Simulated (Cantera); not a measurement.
# Adiabatic ignition

An adiabatic, constant-volume homogeneous reactor starts with 5.56 % CH₄, 19.9 % O₂, 74.6 % N₂, at 1773 K and 160000 Pa.

Computed with Cantera and GRI-Mech 3.0 (53 species, 325 reactions).

```json
[
 {"t (s)": "5.00e-6", "T (K)": "1773", "P (bar)": "1.60", "x CH₄": "0.0556", "x O₂": "0.199", "x O": "4.71e-7", "x HO₂": "5.36e-6", "x CH₂": "3.37e-10"},
 {"t (s)": "1.62e-5", "T (K)": "1773", "P (bar)": "1.60", "x CH₄": "0.0554", "x O₂": "0.199", "x O": "1.20e-6", "x HO₂": "1.60e-5", "x CH₂": "4.47e-9"},
 {"t (s)": "5.27e-5", "T (K)": "1782", "P (bar)": "1.61", "x CH₄": "0.0521", "x O₂": "0.196", "x O": "1.30e-5", "x HO₂": "8.68e-5", "x CH₂": "4.13e-7"},
 {"t (s)": "0.000171", "T (K)": "2809", "P (bar)": "2.59", "x CH₄": "<1e-12", "x O₂": "0.0841", "x O": "0.0105", "x HO₂": "1.79e-5", "x CH₂": "<1e-12"},
 {"t (s)": "0.000555", "T (K)": "2802", "P (bar)": "2.58", "x CH₄": "<1e-12", "x O₂": "0.0804", "x O": "0.00974", "x HO₂": "1.71e-5", "x CH₂": "<1e-12"},
 {"t (s)": "0.00180", "T (K)": "2790", "P (bar)": "2.57", "x CH₄": "<1e-12", "x O₂": "0.0763", "x O": "0.00905", "x HO₂": "1.61e-5", "x CH₂": "<1e-12"},
 {"t (s)": "0.00585", "T (K)": "2788", "P (bar)": "2.57", "x CH₄": "<1e-12", "x O₂": "0.0756", "x O": "0.00893", "x HO₂": "1.59e-5", "x CH₂": "<1e-12"},
 {"t (s)": "0.0190", "T (K)": "2788", "P (bar)": "2.57", "x CH₄": "<1e-12", "x O₂": "0.0756", "x O": "0.00893", "x HO₂": "1.59e-5", "x CH₂": "<1e-12"},
 {"t (s)": "0.0616", "T (K)": "2788", "P (bar)": "2.57", "x CH₄": "<1e-12", "x O₂": "0.0756", "x O": "0.00893", "x HO₂": "1.59e-5", "x CH₂": "<1e-12"},
 {"t (s)": "0.200", "T (K)": "2788", "P (bar)": "2.57", "x CH₄": "<1e-12", "x O₂": "0.0756", "x O": "0.00893", "x HO₂": "1.59e-5", "x CH₂": "<1e-12"}
]
```
x: mole fraction; the columns are a selection and need not sum to one.

- time of steepest temperature rise: 80.4 µs
- temperature at 0.200 s: 2788 K
- equilibrium temperature: 2788 K
- x(CH₄) at 0.200 s: <1e-12 (gas-phase equilibrium <1e-12)
- x(O₂) at 0.200 s: 0.0756 (gas-phase equilibrium 0.0756)
- x(O) at 0.200 s: 0.00893 (gas-phase equilibrium 0.00893)
